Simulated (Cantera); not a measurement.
A closed system holds: 1 mol trisilylamine, 6 mol NH3, 0.17 mol H2, at 1450 K.

Method: chemical equilibrium by Gibbs-energy minimisation in Cantera with the NASA 1993 tables (ideal gas, pure condensed phases). Candidate condensed phases: Si, Si3N4; 18 gas species. The feed counts by its element totals alone. Rates play no part.

Problem. At 7.10 mbar, list the 3 most abundant gas species with their mole fractions, and the condensed phases.

Solution. H2 0.901, N2 0.0989, H 0.000107. Condensed: Si3N4(s).
